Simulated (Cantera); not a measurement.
Cantera run, input and output.

```python
import numpy as np
import cantera as ct

gas = ct.Solution("gri30.yaml")
gas.TPX = 675, 400000, {'C3H8': 1, 'O2': 4.55, 'N2': 17.1, 'H2O': 1.6}
inlet = ct.Reservoir(gas, clone=True)
gas.equilibrate("HP")  # start burning
reactor = ct.IdealGasConstPressureReactor(gas, energy="on", clone=False)
exhaust = ct.Reservoir(gas, clone=True)
tau = [0.03, 0.016, 0.008, 0.0041, 0.0021, 0.0011, 0.00056, 0.00029, 0.00015, 7.6e-05, 3.9e-05, 2e-05][0]
for a, b in ((inlet, reactor), (reactor, exhaust)):
    ct.MassFlowController(a, b, mdot=lambda t: reactor.mass / tau)
net = ct.ReactorNet([reactor])
show = ['C3H8', 'O2', 'C2H6', 'H', 'CH3', 'CH2O', 'N2O']

rows = []
print(f"{'tau/s':>10s}{'T/K':>9s}" + "".join(f"{s:>11s}" for s in show))
for tau in [0.03, 0.016, 0.008, 0.0041, 0.0021, 0.0011, 0.00056, 0.00029, 0.00015, 7.6e-05, 3.9e-05, 2e-05]:
    net.initial_time = 0.0
    net.advance(30 * tau)
    before = gas.X
    net.advance(40 * tau)
    drift = np.max(np.abs(gas.X - before) / (gas.X + 1e-9))
    rows.append([gas.T, *gas[show].X, drift])
    print(f"{tau:10.3e}{gas.T:9.1f}" + "".join(f"{x:11.3e}" for x in gas[show].X))
```

It prints:

```
     tau/s      T/K       C3H8         O2       C2H6          H        CH3       CH2O        N2O
 3.000e-02   2395.3  1.338e-07  1.498e-03  1.450e-09  9.969e-04  1.620e-06  4.541e-07  1.475e-07
 1.600e-02   2390.3  2.424e-07  1.759e-03  2.629e-09  1.094e-03  2.711e-06  7.814e-07  1.566e-07
 8.000e-03   2381.3  4.591e-07  2.208e-03  4.997e-09  1.262e-03  4.581e-06  1.374e-06  1.699e-07
 4.100e-03   2368.4  8.353e-07  2.846e-03  9.153e-09  1.505e-03  7.323e-06  2.296e-06  1.847e-07
 2.100e-03   2350.3  1.495e-06  3.734e-03  1.656e-08  1.852e-03  1.145e-05  3.753e-06  1.999e-07
 1.100e-03   2327.4  2.589e-06  4.863e-03  2.908e-08  2.313e-03  1.749e-05  5.966e-06  2.130e-07
 5.600e-04   2297.2  4.550e-06  6.358e-03  5.206e-08  2.954e-03  2.741e-05  9.668e-06  2.237e-07
 2.900e-04   2261.7  7.880e-06  8.156e-03  9.236e-08  3.746e-03  4.330e-05  1.562e-05  2.305e-07
 1.500e-04   2220.1  1.384e-05  1.037e-02  1.679e-07  4.673e-03  7.050e-05  2.579e-05  2.334e-07
 7.600e-05   2170.4  2.564e-05  1.330e-02  3.286e-07  5.646e-03  1.217e-04  4.486e-05  2.321e-07
 3.900e-05   2111.2  5.077e-05  1.750e-02  7.112e-07  6.317e-03  2.224e-04  8.222e-05  2.249e-07
 2.000e-05   2019.0  1.267e-04  2.588e-02  2.210e-06  5.878e-03  4.813e-04  1.761e-04  2.014e-07
```

Computed with Cantera and GRI-Mech 3.0 (53 species, 325 reactions). GRI-Mech 3.0 was tuned for natural gas; its chemistry of propane as a main component is partial and can be far from experiment.
